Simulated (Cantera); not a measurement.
Feed: 1 mol SiHCl3, 0.96 mol HCl, 10 mol H2, at 1523.15 K and 6.60 mbar.

Method: chemical equilibrium by Gibbs-energy minimisation in Cantera with the NASA 1993 tables (ideal gas, pure condensed phases). Candidate condensed phases: Si; 19 gas species. The tables' values for SiCl3, SiCl are old estimates; treat these amounts as uncertain. Equilibrium is a limit: real reactors are often held back by kinetics, nucleation or transport.

Base state: H2 0.774, HCl 0.149, SiCl2 0.0747, SiCl3 0.00221, H 0.000251, SiCl4 0.000195, SiHCl3 0.000114, Cl 3.87e-5 (mole fractions); condensed: gas only.

Question: What changes in the equilibrium state with this change: SiHCl3 replaced by Si3H8?

Answer: 
```
species       before    after
----------  --------  -------
H2             0.774    0.944
HCl            0.149   0.0480
SiCl2         0.0747  0.00797
SiCl4       0.000195  1.77e-6
SiCl3        0.00221  6.88e-5
SiHCl3      0.000114  3.92e-6
SiH2Cl2      1.07e-5  1.39e-6
Cl           3.87e-5  1.13e-5
Si(s), mol         0     2.88
```
The feed counts by its element totals alone. The tables' values for SiCl3 are old estimates; treat these amounts as uncertain.

Question: What changes in the equilibrium state with this change: pressure from 6.60 mbar to 0.200 bar?

Answer: 
```json
[
 {"species": "H2", "before": "0.774", "after": "0.788"},
 {"species": "HCl", "before": "0.149", "after": "0.134"},
 {"species": "SiCl2", "before": "0.0747", "after": "0.0623"},
 {"species": "SiH2Cl2", "before": "1.07e-5", "after": "0.000275"},
 {"species": "SiHCl3", "before": "0.000114", "after": "0.00258"}
]
```
The tables' values for SiCl3 are old estimates; treat these amounts as uncertain.
